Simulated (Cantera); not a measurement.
Input (Python, Cantera) and output of one run.

```python
import numpy as np
import cantera as ct

gas_names = """
    H HO2 H2 H2O H2O2 O OH O2 O3 V VO VO2
""".split()
cond_names = """
    H2O(s) H2O(L) V(cr) V(L) VO(s) VO(L) V2O3(s) V2O3(L) V2O4(I) V2O4(II) V2O4(L) V2O5(s) V2O5(L)
""".split()


# ... load() reads the species with a 1 bar reference pressure and builds the phases ...
atoms = {
    'V2O3': {'V': 2, 'O': 3},
    'H2': {'H': 2},
}
top_T = {}  # K; cautious upper limits of use, not melting points


# ... equilibrate(T, P, feed) seeds the gas with the atoms and calls Mixture.equilibrate('TP', solver="vcs", rtol=1e-11, max_steps=5000) ...
results = []
P = 23000  # Pa
for T in [1175, 1225, 1275, 1325, 1375, 1425, 1475, 1525, 1575, 1625, 1675]:
    for m in [2.1, 4, 7.8, 15, 29, 57, 110, 210, 410, 800]:
        feed = {'V2O3': 1, 'H2': m}  # mol
        mix = equilibrate(T, P, feed)
        results.append((T, P, feed, dict(zip(mix.species_names, mix.species_moles))))

for T, P, feed, n in results:
    print(f"{T:7g} {feed['H2']:10.4g}  " + (" + ".join(c for c in cond_names if n.get(c, 0) > 1e-12) or "gas only"))
```

Result:

```
   1175        2.1  VO(s) + V2O3(s)
   1175          4  VO(s) + V2O3(s)
   1175        7.8  VO(s) + V2O3(s)
   1175         15  VO(s) + V2O3(s)
   1175         29  VO(s) + V2O3(s)
   1175         57  VO(s) + V2O3(s)
   1175        110  VO(s) + V2O3(s)
   1175        210  VO(s) + V2O3(s)
   1175        410  VO(s) + V2O3(s)
   1175        800  VO(s) + V2O3(s)
   1225        2.1  VO(s) + V2O3(s)
   1225          4  VO(s) + V2O3(s)
   1225        7.8  VO(s) + V2O3(s)
   1225         15  VO(s) + V2O3(s)
   1225         29  VO(s) + V2O3(s)
   1225         57  VO(s) + V2O3(s)
   1225        110  VO(s) + V2O3(s)
   1225        210  VO(s) + V2O3(s)
   1225        410  VO(s) + V2O3(s)
   1225        800  VO(s) + V2O3(s)
   1275        2.1  VO(s) + V2O3(s)
   1275          4  VO(s) + V2O3(s)
   1275        7.8  VO(s) + V2O3(s)
   1275         15  VO(s) + V2O3(s)
   1275         29  VO(s) + V2O3(s)
   1275         57  VO(s) + V2O3(s)
   1275        110  VO(s) + V2O3(s)
   1275        210  VO(s) + V2O3(s)
   1275        410  VO(s) + V2O3(s)
   1275        800  VO(s) + V2O3(s)
   1325        2.1  VO(s) + V2O3(s)
   1325          4  VO(s) + V2O3(s)
   1325        7.8  VO(s) + V2O3(s)
   1325         15  VO(s) + V2O3(s)
   1325         29  VO(s) + V2O3(s)
   1325         57  VO(s) + V2O3(s)
   1325        110  VO(s) + V2O3(s)
   1325        210  VO(s) + V2O3(s)
   1325        410  VO(s) + V2O3(s)
   1325        800  VO(s) + V2O3(s)
   1375        2.1  VO(s) + V2O3(s)
   1375          4  VO(s) + V2O3(s)
   1375        7.8  VO(s) + V2O3(s)
   1375         15  VO(s) + V2O3(s)
   1375         29  VO(s) + V2O3(s)
   1375         57  VO(s) + V2O3(s)
   1375        110  VO(s) + V2O3(s)
   1375        210  VO(s) + V2O3(s)
   1375        410  VO(s) + V2O3(s)
   1375        800  VO(s)
   1425        2.1  VO(s) + V2O3(s)
   1425          4  VO(s) + V2O3(s)
   1425        7.8  VO(s) + V2O3(s)
   1425         15  VO(s) + V2O3(s)
   1425         29  VO(s) + V2O3(s)
   1425         57  VO(s) + V2O3(s)
   1425        110  VO(s) + V2O3(s)
   1425        210  VO(s) + V2O3(s)
   1425        410  VO(s) + V2O3(s)
   1425        800  VO(s)
   1475        2.1  VO(s) + V2O3(s)
   1475          4  VO(s) + V2O3(s)
   1475        7.8  VO(s) + V2O3(s)
   1475         15  VO(s) + V2O3(s)
   1475         29  VO(s) + V2O3(s)
   1475         57  VO(s) + V2O3(s)
   1475        110  VO(s) + V2O3(s)
   1475        210  VO(s) + V2O3(s)
   1475        410  VO(s)
   1475        800  VO(s)
   1525        2.1  VO(s) + V2O3(s)
   1525          4  VO(s) + V2O3(s)
   1525        7.8  VO(s) + V2O3(s)
   1525         15  VO(s) + V2O3(s)
   1525         29  VO(s) + V2O3(s)
   1525         57  VO(s) + V2O3(s)
   1525        110  VO(s) + V2O3(s)
   1525        210  VO(s) + V2O3(s)
   1525        410  VO(s)
   1525        800  VO(s)
   1575        2.1  VO(s) + V2O3(s)
   1575          4  VO(s) + V2O3(s)
   1575        7.8  VO(s) + V2O3(s)
   1575         15  VO(s) + V2O3(s)
   1575         29  VO(s) + V2O3(s)
   1575         57  VO(s) + V2O3(s)
   1575        110  VO(s) + V2O3(s)
   1575        210  VO(s)
   1575        410  VO(s)
   1575        800  VO(s)
   1625        2.1  VO(s) + V2O3(s)
   1625          4  VO(s) + V2O3(s)
   1625        7.8  VO(s) + V2O3(s)
   1625         15  VO(s) + V2O3(s)
   1625         29  VO(s) + V2O3(s)
   1625         57  VO(s) + V2O3(s)
   1625        110  VO(s) + V2O3(s)
   1625        210  VO(s)
   1625        410  VO(s)
   1625        800  VO(s)
   1675        2.1  VO(s) + V2O3(s)
   1675          4  VO(s) + V2O3(s)
   1675        7.8  VO(s) + V2O3(s)
   1675         15  VO(s) + V2O3(s)
   1675         29  VO(s) + V2O3(s)
   1675         57  VO(s) + V2O3(s)
   1675        110  VO(s) + V2O3(s)
   1675        210  VO(s)
   1675        410  VO(s)
   1675        800  VO(s)
```

Cantera equilibrium calculation (NASA polynomials, part measured and part estimated; ideal gas, pure solids and liquids). Mutual solubility and eutectic melting of coexisting phases are not modelled. VO: taken at fixed stoichiometry. Condensed phases not in the tables: the oxides between V2O3 and V2O5 other than VO2.
